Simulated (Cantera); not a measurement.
A closed system holds: 1 mol Si2Cl6, 420 mol H2, held at 10.0 mbar.

These are equilibrium values from Cantera (NASA tables, ideal gas, pure condensed phases), not measurements of a reactor. Candidate condensed phases: Si; 19 gas species. The feed counts by its element totals alone. Equilibrium is a limit: real reactors are often held back by kinetics, nucleation or transport.

Over these rows the condensed part is Si(s). Partial pressures as log10 of bar:

| T (K) | 1000/T (1/K) | log p SiCl4 | log p H2 | log p HCl |
|---|---|---|---|---|
| 1123 | 0.8905 | -6.46 | -2.01 | -3.88 |
| 1173 | 0.8525 | ? | -2.01 | -3.88 |
| 1223 | 0.8177 | -7.50 | -2.01 | -3.88 |
| 1273 | 0.7855 | -7.98 | -2.01 | -3.88 |
| 1323 | 0.7559 | -8.41 | -2.01 | -3.88 |
| 1373 | 0.7283 | -8.82 | -2.01 | -3.88 |

Problem. Fit log p(SiCl4) = a + b·(1000/T) to the five rows, give the apparent enthalpy, and predict the row at 1173 K.

Solution. Means: 1000/T = 0.7956, log p = -7.834. Sxy = 0.228474, Sxx = 0.0157018, so b = 14.55 and a = -7.834 − (14.55)×0.7956 = -19.41.
Apparent enthalpy: −19.145 × (14.55) = -279 kJ/mol. With the condensed phases at unit activity, Si(s) + 4 HCl(g) = SiCl4(g) + 2 H2(g) links this pressure to the main gases: over the six rows their terms move log p by +0.00 in all, so the slope is close to that reaction's ΔH°. The five rows lie within 0.01 of the line.
Prediction at 1173 K: -19.41 + (14.55)×0.8525 = -7.01. The computed value is -7.00, 0.01 from the line.
